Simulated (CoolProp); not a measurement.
Vapour-liquid equilibrium of cyclohexane (1) + n-heptane (2) at 322.7 K; x and y are mole fractions of (1).

Values from CoolProp's multi-fluid Helmholtz-energy mixture model, Zhou 2014 and Span 2003; pair parameters Bell 2016.

Q: Give the bubble pressure and the first vapour's composition at x = 0.35, 0.45, 0.75. Is there an azeotrope?

A: x = 0.35: 24.93 kPa, y = 0.512; x = 0.45: 26.67 kPa, y = 0.612; x = 0.75: 31.68 kPa, y = 0.847. No azeotrope shows between x = 0.05 and 0.95.

The pair parameters rest on a limited set of measurements; away from them the model extrapolates.
